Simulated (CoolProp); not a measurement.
Nitrous oxide along the isotherm -58.95 °C: Z from the reference equation and from simpler models built on Tc = 36.4 °C, pc = 7245 kPa, ω = 0.161; each cubic takes its own stable root.

Model: reference Helmholtz-energy equation of state, Lemmon 2006, in CoolProp. It is a short technical equation, of lower accuracy than the large ones.

```tsv
p (kPa)	phase	reference	van der Waals	Redlich-Kwong	Soave-Redlich-Kwong	Peng-Robinson
2410	liquid	0.05208	0.08312	0.05727	0.05608	0.04957
4830	liquid	0.1039	0.1644	0.1140	0.1117	0.09883
7240	liquid	0.1552	0.2437	0.1697	0.1665	0.1474
9660	liquid	0.2062	0.3219	0.2250	0.2210	0.1958
12100	liquid	0.2573	0.3996	0.2801	0.2754	0.2441
14500	liquid	0.3072	0.4749	0.3339	0.3285	0.2913
16900	liquid	0.3568	0.5494	0.3871	0.3811	0.3382
19300	liquid	0.4061	?	0.4399	0.4333	0.3848
21700	liquid	0.4551	0.6962	0.4922	0.4852	0.4310
24100	liquid	0.5039	0.7686	?	0.5367	0.4770
26600	liquid	0.5543	0.8435	0.5980	0.5901	0.5247
29000	liquid	?	0.9148	0.6493	0.6410	0.5702
31400	liquid	0.6505	0.9857	0.7003	0.6916	0.6154
33800	liquid	0.6982	1.056	0.7509	0.7420	?
36200	liquid	0.7457	1.126	0.8013	0.7921	0.7054
```

**Question.** What belongs in the gaps?

**Answer.** 
- 19300, van der Waals: 0.6232
- 24100, Redlich-Kwong: 0.5442
- 29000, reference: 0.6025
- 33800, Peng-Robinson: 0.6605
